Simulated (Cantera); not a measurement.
Charge: 1 mol NiS, a varied amount of H₂, at 0.133 bar.

Method: chemical equilibrium by Gibbs-energy minimisation in Cantera with the NASA 1993 tables (ideal gas, pure condensed phases). Candidate condensed phases: Ni, NiS, NiS₂, Ni₃S₂, Ni₃S₄, S; 9 gas species. Rates play no part.

Stable condensed phases, one row left out:

```
T in K \ n(H₂) in mol
          170  250  320  400  470  550  620  700  770  850  920 1000 1100
   2273     A    A    A    A    A    A    A    A    A    A    A    A    A
   2248     A    A    A    A    A    A    A    A    A    A    A    A    A
   2223     A    A    A    A    A    A    A    A    A    A    A    A    A
   2198     A    A    A    A    A    A    A    A    A    A    A    A    A
   2173     A    A    A    A    A    A    A    A    A    A    A    A    A
   2148     A    A    A    A    A    A    A    A    A    A    A    A    A
   2123     A    A    A    A    A    A    A    A    A    A    A    A    A
   2098     B    A    A    A    A    A    A    A    A    A    A    A    A
   2048     B    B    B    A    A    A    A    A    A    A    A    A    A
   2023     B    B    B    B    B    A    A    A    A    A    A    A    A
   1998     B    B    B    B    B    B    B    B    A    A    A    A    A
```

A: gas only; B: Ni.

**Question.** Give the row for 2073 K.

**Answer.** 170: Ni; 250: Ni; 320: gas only; 400: gas only; 470: gas only; 550: gas only; 620: gas only; 700: gas only; 770: gas only; 850: gas only; 920: gas only; 1000: gas only; 1100: gas only.
